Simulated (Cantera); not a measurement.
A Cantera script and what it prints.

```python
import numpy as np
import cantera as ct

gas_names = """
    Br Br2 H HBr HO2 H2 H2O H2O2 O OH O2 O3 Si SiBr SiBr2 SiBr3 SiBr4 SiH SiHBr3 SiH2 SiH2Br2 SiH3
    SiH3Br SiH4 SiO SiO2 Si2 Si3
""".split()
cond_names = """
    Br2(cr) Br2(L) H2O(s) H2O(L) Si(cr) Si(L) SiO2(Lqz) SiO2(hqz) SiO2(L)
""".split()


# ... load() reads the species with a 1 bar reference pressure and builds the phases ...
atoms = {
    'SiO2': {'Si': 1, 'O': 2},
    'HBr': {'H': 1, 'Br': 1},
    'O2': {'O': 2},
}
top_T = {}  # K; cautious upper limits of use, not melting points


# ... equilibrate(T, P, feed) seeds the gas with the atoms and calls Mixture.equilibrate('TP', solver="vcs", rtol=1e-11, max_steps=5000) ...
results = []
T = 1448  # K
P = 18000  # Pa
for m in [1.9, 3, 4.6, 7.2, 11, 17, 27]:
    feed = {'SiO2': 1, 'HBr': m, 'O2': 2.7}  # mol
    mix = equilibrate(T, P, feed)
    results.append((T, P, feed, dict(zip(mix.species_names, mix.species_moles))))

top = {s: max(r[3][s] / sum(r[3][g] for g in gas_names) for r in results) for s in gas_names}
cols = sorted((s for s in top if top[s] > 0.001), key=lambda s: -top[s])[:9]
seen = [c for c in cond_names if any(r[3].get(c, 0) > 1e-12 for r in results)]
print("log10 of partial pressures in bar; condensed amounts in mol")
print(f"{'n(HBr)':>10s}" + "".join(f"{s[:9]:>10s}" for s in cols + seen))
for T, P, feed, n in results:
    ng = sum(n[g] for g in gas_names)
    print(f"{feed['HBr']:10.4g}" + "".join(f"{np.log10(max(n[s] / ng * P / 1e5, 1e-99)):10.3f}" for s in cols)
          + "".join(f"{n.get(c, 0):10.4g}" for c in seen))
```

Output:

```
log10 of partial pressures in bar; condensed amounts in mol
    n(HBr)       HBr        O2       H2O        Br       Br2 SiO2(hqz)
       1.9    -2.071    -1.046    -1.479    -1.520    -1.742         1
         3    -1.918    -1.182    -1.374    -1.453    -1.609         1
       4.6    -1.788    -1.362    -1.299    -1.406    -1.514         1
       7.2    -1.655    -1.647    -1.244    -1.372    -1.446         1
        11    -1.506    -2.148    -1.223    -1.359    -1.420         1
        17    -1.226    -3.604    -1.298    -1.405    -1.513         1
        27    -1.005    -5.325    -1.482    -1.522    -1.746         1
```

These are equilibrium values from Cantera (NASA tables, ideal gas, pure condensed phases), not measurements of a reactor. The tables hold silica as quartz up to 1696 K and as liquid above; real silica turns to tridymite and cristobalite and melts near 1996 K. Gases not in the tables: Si(OH)4.
